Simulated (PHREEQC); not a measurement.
Dissolve 21 mmol/kgw TMAH and 0.58 mmol/kgw KH2PO4 at 25 °C. Closed to the air; pH follows from the charge balance.

The numbers come from PHREEQC with the ion-association model, phreeqc.dat.

This is a speciation only: nothing precipitates in the calculation.

### Question
What pH does the model give?

### Answer
pH 12.23.

### Question
In which forms is P present?

### Answer
PO4-3 62 %, HPO4-2 38 % of the P.

(CH3)4N+ isn't in the database: it is added as a free cation with an ion size of 4 Å.
